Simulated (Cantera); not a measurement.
An isothermal, constant-pressure homogeneous reactor starts with NH3 : N2 = 1 : 0.76 (molar parts), at 1700 K and 0.0263 atm. Integrator tolerance rtol = 1e-08.

Cantera simulation using the gas-phase N/H chemistry of the illustrative SiF4/NH3 mechanism in the Surface Chemkin manual (1991); the numbers are that mechanism's predictions, not measurements. Walls and surfaces, which speed up NH3 decomposition in real reactors, are not modelled.

Task: What does this change do: N2 0.76 to 4.7 parts?

Result: 
```
quantity                                             before                                     after
-----------------  ----------------------------------------  ----------------------------------------
x(NH3) at 3.00 s      0.465 (gas-phase equilibrium 2.60e-7)     0.141 (gas-phase equilibrium 8.95e-8)
x(N2H2) at 3.00 s    1.67e-6 (gas-phase equilibrium <1e-12)    5.72e-7 (gas-phase equilibrium <1e-12)
x(N2) at 3.00 s         0.436 (gas-phase equilibrium 0.456)       0.815 (gas-phase equilibrium 0.776)
x(N) at 3.00 s     8.43e-8 (gas-phase equilibrium 2.29e-11)  1.32e-7 (gas-phase equilibrium 2.99e-11)
x(H2) at 3.00 s        0.0984 (gas-phase equilibrium 0.543)      0.0437 (gas-phase equilibrium 0.224)
x(H) at 3.00 s     1.93e-5 (gas-phase equilibrium 0.000669)  1.57e-5 (gas-phase equilibrium 0.000430)
x(N2H4) at 3.00 s    1.17e-8 (gas-phase equilibrium <1e-12)    3.55e-9 (gas-phase equilibrium <1e-12)
```

Task: What does this change do: temperature 1700 to 1500 K?

Result: 
```tsv
quantity	before	after
x(NH3) at 3.00 s	0.465 (gas-phase equilibrium 2.60e-7)	0.562 (gas-phase equilibrium 4.40e-7)
x(N2H2) at 3.00 s	1.67e-6 (gas-phase equilibrium <1e-12)	7.67e-7 (gas-phase equilibrium <1e-12)
x(N2) at 3.00 s	0.436 (gas-phase equilibrium 0.456)	0.432 (gas-phase equilibrium 0.457)
x(N) at 3.00 s	8.43e-8 (gas-phase equilibrium 2.29e-11)	1.13e-9 (gas-phase equilibrium <1e-12)
x(H2) at 3.00 s	0.0984 (gas-phase equilibrium 0.543)	0.00575 (gas-phase equilibrium 0.543)
x(H) at 3.00 s	1.93e-5 (gas-phase equilibrium 0.000669)	3.40e-7 (gas-phase equilibrium 8.00e-5)
x(N2H4) at 3.00 s	1.17e-8 (gas-phase equilibrium <1e-12)	1.45e-8 (gas-phase equilibrium <1e-12)
```
